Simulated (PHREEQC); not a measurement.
Consider water at 20 °C with 55 mmol/kgw NH4Cl, 3.2 mmol/kgw NaOH and 0.23 mmol/kgw KCl. Closed to the air; pH follows from the charge balance.

All values are PHREEQC results (ion-association model, wateq4f.dat), not measurements.

```csv
quantity,before,after
pH,8.28,5.41
NH3 (mol/kgw),0.00320,4.58e-6
```

Task: Name the change that produced these shifts.
(A) temperature from 20 to 10 °C
(B) NaOH from 0.0032 to 0.0048 mol/kgw
(C) NaOH from 0.0032 to 0.00352 mol/kgw
(D) NaOH left out
(E) 0.098 mol/kgw HBr added

Result: D, NaOH left out

This is a speciation only: nothing precipitates in the calculation.
